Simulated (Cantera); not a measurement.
Input: 1 mol SiCl4, 7.6 mol N2, held at 1052 °C and 1000 Pa.

Method: chemical equilibrium by Gibbs-energy minimisation in Cantera with the NASA 1993 tables (ideal gas, pure condensed phases). Candidate condensed phases: Si, Si3N4; 13 gas species. The tables' values for SiCl3 are old estimates; treat these amounts as uncertain. Kinetics and transport are ignored.

Base state: N2 0.883, SiCl4 0.116, Cl 0.000572, SiCl3 0.000569, SiCl2 1.52e-5, Cl2 1.37e-5 (mole fractions); condensed: gas only.

Problem. What changes in the equilibrium state with this change: temperature from 1052 °C to 1302 °C?

Solution. 
| species | before | after |
|---|---|---|
| N2 | 0.883 | 0.874 |
| SiCl4 | 0.116 | 0.106 |
| Cl | 0.000572 | 0.0107 |
| SiCl2 | 1.52e-5 | 0.00154 |
| SiCl3 | 0.000569 | 0.00789 |
| Cl2 | 1.37e-5 | 0.000129 |
